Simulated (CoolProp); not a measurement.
Vapour-liquid equilibrium of n-heptane (1) + n-dodecane (2) at 0.594 bar; x and y are mole fractions of (1).

Model: multi-fluid Helmholtz-energy mixture model, Span 2003 and Lemmon 2004; pair parameters Bell 2016, in CoolProp.

**Question.** Give the bubble temperature and the first vapour's composition at x = 0.425, 0.5, 0.875. Is there an azeotrope?

**Answer.** x = 0.425: 382.2 K, y = 0.969; x = 0.5: 376.4 K, y = 0.979; x = 0.875: 358.4 K, y = 0.998. No azeotrope shows between x = 0.05 and 0.95.

Pair parameters are fitted to limited data, so mixtures are less certain than the pure fluids.
